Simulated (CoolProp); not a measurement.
Acetone along the isotherm 108.65 °C: Z from the reference equation and from simpler models built on Tc = 235.0 °C, pc = 46.92 bar, ω = 0.307; each cubic takes its own stable root.

The numbers come from the reference Helmholtz-energy equation of state, Lemmon 2006 in CoolProp. It is a short technical equation, of lower accuracy than the large ones.

```tsv
p (bar)	phase	reference	van der Waals	Redlich-Kwong	Soave-Redlich-Kwong	Peng-Robinson
29.3	liquid	0.07797	0.1497	0.1049	0.09980	0.08817
58.7	liquid	0.1549	0.2914	0.2063	0.1974	0.1747
88	liquid	0.2304	0.4272	0.3045	0.2926	0.2593
117	liquid	0.3041	0.5580	0.3994	0.3852	0.3417
147	liquid	0.3794	0.6903	0.4955	0.4794	0.4257
176	liquid	0.4514	0.8159	0.5869	0.5691	0.5059
205	liquid	0.5227	0.9396	0.6769	0.6578	0.5852
235	liquid	0.5957	1.066	0.7688	0.7486	0.6664
```
